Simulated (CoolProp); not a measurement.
Values from CoolProp's reference Helmholtz-energy equation of state, Wagner 2002.

Task: For water, give the phase and the speed of sound (m/s), viscosity (µPa s) at 127.85 °C and 105 kPa; 127.85 °C and 2560 kPa.

Result: 
- 127.85 °C and 105 kPa: gas; speed of sound 491, viscosity 13.3
- 127.85 °C and 2560 kPa: liquid; speed of sound 1510, viscosity 217

Viscosity comes from a separate model (Huber 2009).
